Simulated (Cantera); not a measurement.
An adiabatic, constant-volume homogeneous reactor starts with CO : H₂ : O₂ : N₂ = 1 : 0.035 : 1.33 : 4.99 (molar parts), equivalence ratio 0.39, at 1350 K and 5.00 bar. Integrator tolerance rtol = 1e-08.

Computed with Cantera and GRI-Mech 3.0 (53 species, 325 reactions). The hydrogen kinetics of GRI-Mech 3.0 are dated; newer H2 mechanisms differ, most at raised pressure.

Question: What does this change do: constant pressure in place of constant volume?

Answer: 
| quantity | before | after |
|---|---|---|
| time of steepest temperature rise | 58.1 µs | 30.9 µs |
| temperature at 0.400 s | 2545 K | 2362 K |
| equilibrium temperature | 2545 K | 2362 K |
| x(CO) at 0.400 s | 0.00658 (gas-phase equilibrium 0.00658) | 0.00323 (gas-phase equilibrium 0.00323) |
| x(H₂) at 0.400 s | 3.14e-5 (gas-phase equilibrium 3.14e-5) | 1.77e-5 (gas-phase equilibrium 1.77e-5) |
| x(O₂) at 0.400 s | 0.111 (gas-phase equilibrium 0.111) | 0.113 (gas-phase equilibrium 0.113) |
| x(H) at 0.400 s | 5.82e-5 (gas-phase equilibrium 5.82e-5) | 2.50e-5 (gas-phase equilibrium 2.50e-5) |
| x(OH) at 0.400 s | 0.00169 (gas-phase equilibrium 0.00169) | 0.00112 (gas-phase equilibrium 0.00112) |
| x(CO₂) at 0.400 s | 0.139 (gas-phase equilibrium 0.139) | 0.143 (gas-phase equilibrium 0.143) |

Question: What does this change do: initial temperature 1350 to 950 K?

Answer: 
```
quantity                                                            before                                      after
---------------------------------  ---------------------------------------  -----------------------------------------
time of steepest temperature rise                                  58.1 µs                                    36.4 ms
temperature at 0.400 s                                              2545 K                                     2284 K
equilibrium temperature                                             2545 K                                     2284 K
x(CO) at 0.400 s                   0.00658 (gas-phase equilibrium 0.00658)    0.00135 (gas-phase equilibrium 0.00135)
x(H₂) at 0.400 s                   3.14e-5 (gas-phase equilibrium 3.14e-5)    8.01e-6 (gas-phase equilibrium 8.01e-6)
x(O₂) at 0.400 s                       0.111 (gas-phase equilibrium 0.111)        0.114 (gas-phase equilibrium 0.114)
x(H) at 0.400 s                    5.82e-5 (gas-phase equilibrium 5.82e-5)    7.58e-6 (gas-phase equilibrium 7.58e-6)
x(OH) at 0.400 s                   0.00169 (gas-phase equilibrium 0.00169)  0.000707 (gas-phase equilibrium 0.000707)
x(CO₂) at 0.400 s                      0.139 (gas-phase equilibrium 0.139)        0.145 (gas-phase equilibrium 0.145)
```
